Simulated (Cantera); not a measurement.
Charge: 1 mol FeS2, a varied amount of O2, 6.3 mol CO2, held at 1525 °C and 0.133 bar.

These are equilibrium values from Cantera (NASA tables, ideal gas, pure condensed phases), not measurements of a reactor. Candidate condensed phases: C, Fe, Fe(CO)5, FeO, FeS, FeSO4, FeS2, Fe2O3, Fe2(SO4)3, Fe3O4, S; 25 gas species. The numbers say what is thermodynamically allowed, not how fast it happens.

Task: At 4 mol O2, list the 4 most abundant gas species with their mole fractions, and the condensed phases.

Result: CO2 0.653, SO2 0.207, O2 0.139, CO 0.000969. Condensed: Fe3O4(s).
